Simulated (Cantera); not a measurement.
An isothermal, constant-pressure homogeneous reactor starts with CH4 : CO2 = 1 : 0.3 (molar parts), at 1923 K and 1.01 bar.

Model: GRI-Mech 3.0 (53 species, 325 reactions), integrated in Cantera. GRI-Mech 3.0 stops at C3 and has no aromatics, soot or wall deposition, so with more carbon than oxygen in the feed, carbon stays in small species such as C2H2 where larger ones or solid carbon would form.

x: mole fraction; the columns are a selection and need not sum to one.

| t (s) | x CH4 | x CO2 | x C2H2 | x H2 | x CH2CO | x C2H4 |
|---|---|---|---|---|---|---|
| 3.00e-5 | 0.719 | 0.227 | 0.000791 | 0.0297 | ? | 0.00923 |
| 8.17e-5 | 0.563 | 0.208 | 0.0203 | 0.148 | ? | 0.0382 |
| 0.000223 | 0.344 | 0.166 | 0.0964 | 0.335 | ? | 0.0239 |
| 0.000606 | 0.182 | 0.117 | 0.157 | 0.457 | ? | 0.00595 |
| 0.00165 | 0.0786 | 0.0537 | 0.188 | 0.502 | ? | 0.00200 |
| 0.00450 | 0.0311 | 0.0111 | 0.195 | 0.518 | ? | 0.00124 |
| 0.0122 | 0.0181 | 0.00560 | 0.181 | 0.550 | ? | 0.00111 |
| 0.0334 | 0.0129 | 0.00324 | 0.157 | 0.587 | ? | 0.00100 |
| 0.0909 | 0.00763 | 0.000860 | 0.138 | 0.618 | ? | 0.000911 |
| 0.247 | 0.00470 | 3.23e-5 | 0.132 | 0.629 | ? | 0.000884 |
| 0.674 | 0.00452 | 9.86e-8 | 0.132 | 0.630 | 4.41e-7 | 0.000883 |
| 1.84 | 0.00452 | 9.36e-8 | 0.132 | 0.630 | 4.41e-7 | 0.000883 |
| 5.00 | 0.00452 | 9.36e-8 | 0.132 | 0.630 | 4.41e-7 | 0.000883 |

**Question.** What belongs in the gaps?

**Answer.** 
- 3.00e-5, x CH2CO: 2.81e-8
- 8.17e-5, x CH2CO: 1.10e-6
- 0.000223, x CH2CO: 1.22e-5
- 0.000606, x CH2CO: 3.43e-5
- 0.00165, x CH2CO: 6.48e-5
- 0.00450, x CH2CO: 7.86e-5
- 0.0122, x CH2CO: 5.48e-5
- 0.0334, x CH2CO: 2.46e-5
- 0.0909, x CH2CO: 5.72e-6
- 0.247, x CH2CO: 6.33e-7
